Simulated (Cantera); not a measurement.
What does this Cantera script print?

```python
import numpy as np
import cantera as ct

gas_names = [...]  # 116 gases of nasa_gas.yaml made of C, H, Mg, O
cond_names = """
    C(gr) C6H6(L) C7H8(L) C8H18(L),n-octa H2O(s) H2O(L) Mg(cr) Mg(L) MgCO3(s) MgO(s) MgO(L) MgO2H2(s)
""".split()


# ... load() reads the species with a 1 bar reference pressure and builds the phases ...
atoms = {
    'MgO': {'Mg': 1, 'O': 1},
    'CH4': {'C': 1, 'H': 4},
    'H2': {'H': 2},
}
top_T = {'C(gr)': 4500}  # K; cautious upper limits of use, not melting points


# ... equilibrate(T, P, feed) seeds the gas with the atoms and calls Mixture.equilibrate('TP', solver="vcs", rtol=1e-11, max_steps=5000) ...
results = []
feed = {'MgO': 1, 'CH4': 2.6, 'H2': 7.5}  # mol
P = 660000  # Pa
for T in [1650, 1675, 1700, 1725, 1750, 1775, 1800, 1825, 1850, 1875, 1900]:
    mix = equilibrate(T, P, feed)
    results.append((T, P, feed, dict(zip(mix.species_names, mix.species_moles))))

top = {s: max(r[3][s] / sum(r[3][g] for g in gas_names) for r in results) for s in gas_names}
cols = sorted((s for s in top if top[s] > 0.0001), key=lambda s: -top[s])[:8]
seen = [c for c in cond_names if any(r[3].get(c, 0) > 1e-12 for r in results)]
print("log10 of partial pressures in bar; condensed amounts in mol")
print(f"{'T/K':>10s}" + "".join(f"{s[:9]:>10s}" for s in cols + seen))
for T, P, feed, n in results:
    ng = sum(n[g] for g in gas_names)
    print(f"{T:10.4g}" + "".join(f"{np.log10(max(n[s] / ng * P / 1e5, 1e-99)):10.3f}" for s in cols)
          + "".join(f"{n.get(c, 0):10.4g}" for c in seen))
```

It prints:

```
log10 of partial pressures in bar; condensed amounts in mol
       T/K        H2        CO        Mg       CH4       MgH C2H2,acet         H     C(gr)    MgO(s)
      1650     0.815    -2.133    -2.145    -1.247    -3.659    -3.526    -3.634     2.476    0.9859
      1675     0.815    -1.988    -2.000    -1.290    -3.504    -3.421    -3.528      2.48    0.9802
      1700     0.814    -1.846    -1.859    -1.331    -3.354    -3.320    -3.424     2.481    0.9726
      1725     0.814    -1.709    -1.722    -1.372    -3.209    -3.222    -3.324     2.478    0.9623
      1750     0.813    -1.576    -1.590    -1.413    -3.068    -3.126    -3.227     2.471    0.9487
      1775     0.812    -1.447    -1.461    -1.453    -2.931    -3.034    -3.132     2.458    0.9308
      1800     0.811    -1.322    -1.336    -1.492    -2.798    -2.945    -3.041      2.44    0.9073
      1825     0.809    -1.200    -1.214    -1.531    -2.670    -2.859    -2.952     2.413    0.8766
      1850     0.806    -1.082    -1.096    -1.571    -2.545    -2.776    -2.865     2.377    0.8369
      1875     0.803    -0.966    -0.981    -1.611    -2.424    -2.696    -2.782     2.329    0.7857
      1900     0.799    -0.854    -0.870    -1.653    -2.307    -2.619    -2.701     2.265    0.7198
```

Equilibrium computed with Cantera from the NASA thermochemical tables; the gas is ideal and each condensed phase is pure. The tables' values for MgH are old estimates; treat these amounts as uncertain.
